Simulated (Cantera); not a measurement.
An adiabatic, constant-pressure homogeneous reactor starts with 1.71 % CH4, 0.923 % CO, 6.46 % O2, 64.6 % N2, 20.5 % CO2, 5.81 % H2O, equivalence ratio 0.60, at 1225 K and 27.0 bar.

Model: GRI-Mech 3.0 (53 species, 325 reactions), integrated in Cantera. The pressure lies above the range GRI-Mech 3.0 was tuned for (to about 10 atm).

Problem. Predict: time of steepest temperature rise; temperature at 1.00 s; equilibrium temperature; x(CO) at 1.00 s; x(O2) at 1.00 s.

Solution. 
```json
{
  "time_of_steepest_temperature_rise": "4.57 ms",
  "temperature at 1.00 s": "1624 K",
  "equilibrium_temperature": "1622 K",
  "x(CO) at 1.00 s": "7.56e-6 (gas-phase equilibrium 7.47e-6)",
  "x(O2) at 1.00 s": "0.0259 (gas-phase equilibrium 0.0256)"
}
```
